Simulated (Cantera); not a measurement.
## Pyrogenic steam for wet oxidation

An isothermal, constant-pressure homogeneous reactor starts with H₂ : O₂ : N₂ : H₂O = 1.2 : 1 : 16 : 0.97 (molar parts), at 1225 K and 143 Torr.

Detailed kinetics in Cantera: the H2/O2 subset of GRI-Mech 3.0, which has no nitrogen chemistry. The temperature is held fixed by assumption; the heat of reaction is taken as removed at once.

```csv
t (s),x H₂,x O₂,x H,x HO₂,x OH
0.000100,0.0626,0.0522,2.33e-8,7.61e-9,2.76e-9
0.000246,0.0626,0.0522,1.07e-6,6.32e-8,1.29e-7
0.000605,0.0483,0.0460,0.00766,5.66e-6,0.000908
0.00149,0.00700,0.0257,0.0121,3.96e-6,0.00180
0.00366,0.00264,0.0226,0.00233,3.41e-6,0.00101
0.00902,0.000539,0.0216,0.000191,2.36e-6,0.000428
0.0222,8.02e-5,0.0215,1.07e-5,8.39e-7,0.000162
0.0546,1.35e-5,0.0215,7.80e-7,1.93e-7,6.87e-5
0.134,3.04e-6,0.0215,8.92e-8,4.88e-8,3.37e-5
0.330,8.75e-7,0.0215,1.45e-8,1.49e-8,1.85e-5
0.813,2.97e-7,0.0215,2.95e-9,5.60e-9,1.09e-5
2.00,1.15e-7,0.0215,7.25e-10,2.91e-9,6.81e-6
```
x: mole fraction; the columns are a selection and need not sum to one.

Equilibrium at this temperature and pressure: H₂ 3.89e-8, O₂ 0.0215, H 1.42e-10, HO₂ 2.28e-9, OH 3.88e-6 (gas phase only).
